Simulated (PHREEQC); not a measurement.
Synthetic water in mg/kgw, 85 °C, pH 2.27, pe 8.2:

```csv
constituent,mg/kgw
Na,1630
K,51.8
Ca,143
Mg,166
Cl,1200
S(6) as SO4,3300
Cd,283
```

Cl is adjusted to close the charge balance.
Valence states are taken as typed.

Model: ion-association model, wateq4f.dat, run in PHREEQC.

```json
{
 "ionic_strength": "0.110 mol/kgw",
 "total_alkalinity": "-20.7 meq/kg"
}
```

| species | molality | activity | log γ |
|---|---|---|---|
| Na+ | 0.0689 | 0.0518 | -0.124 |
| Cl- | 0.0485 | 0.0354 | -0.136 |
| HSO4- | 0.0138 | 0.0103 | -0.127 |
| SO4-2 | 0.0131 | 0.00418 | -0.495 |
| H+ | 0.00669 | 0.00537 | -0.095 |
| MgSO4 | 0.00376 | 0.00385 | 0.011 |
| Mg+2 | 0.00307 | 0.00109 | -0.452 |
| Ca+2 | 0.00239 | 0.000805 | -0.473 |
| NaSO4- | 0.00196 | 0.00149 | -0.119 |
| K+ | 0.00124 | 0.000907 | -0.136 |
| CdCl+ | 0.00122 | 0.000916 | -0.125 |
| CaSO4 | 0.00104 | 0.00107 | 0.011 |

No solid was allowed to form. At this temperature some constants are extrapolated from 25 °C, and those without enthalpy data are left unchanged.
